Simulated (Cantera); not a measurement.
Charge: 1 mol BN, 3.1 mol NF3, 6.5 mol N2, at 1252 °C and 0.000200 bar.

Method: chemical equilibrium by Gibbs-energy minimisation in Cantera with the NASA 1993 tables (ideal gas, pure condensed phases). Candidate condensed phases: B, BN; 13 gas species. Kinetics and transport are ignored.

Base state: N2 0.539, F 0.397, BF3 0.0631 (mole fractions); condensed: gas only.

Task: What changes in the equilibrium state with this change: pressure from 0.000200 bar to 0.180 bar?

Result: 
```
species   before    after
-------  -------  -------
N2         0.539    0.541
F          0.397    0.393
BF3       0.0631   0.0633
F2       3.41e-6  0.00300
```

Task: What changes in the equilibrium state with this change: 1.3 mol Cl2 added?

Result: 
| species | before | after |
|---|---|---|
| N2 | 0.539 | 0.466 |
| F | 0.397 | 0.339 |
| Cl | 0 | 0.136 |
| BF3 | 0.0631 | 0.0545 |
| ClF | 0 | 0.00411 |
| Cl2 | 0 | 0.000778 |
